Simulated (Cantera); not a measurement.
A closed system holds: 1 mol Fe2O3, 9.2 mol H2, 0.35 mol H2O, equilibrated at 1650 °C and 1.33 mbar.

Cantera equilibrium calculation (NASA polynomials, part measured and part estimated; ideal gas, pure solids and liquids). Candidate condensed phases: Fe, FeO, Fe(OH)2, Fe(OH)3, Fe2O3, Fe3O4, H2O; 12 gas species. Each liquid is taken as pure. Mutual solubility and eutectic melting of coexisting phases are not modelled. The tables' stoichiometric FeO is somewhat more stable than real wüstite, so its field is too wide. FeO: taken at fixed stoichiometry. Rates play no part.

Base state: H2 0.592, H2O 0.275, Fe 0.111, H 0.0199, FeO 0.000849, OH 0.000794, Fe(OH)2 7.57e-5, O 1.99e-5 (mole fractions); condensed: Fe(l) + FeO(l).

Task: What changes in the equilibrium state with this change: temperature from 1650 °C to 1925 °C?

Result: 
```tsv
species	before	after
H2	0.592	0.463
H2O	0.275	0.261
Fe	0.111	0.160
H	0.0199	0.104
O2	4.02e-6	0.000302
O	1.99e-5	0.00127
OH	0.000794	0.00813
Fe(OH)2	7.57e-5	2.11e-5
FeO	0.000849	0.00277
Fe(l), mol	0.439	0
FeO(l), mol	0.340	0
```
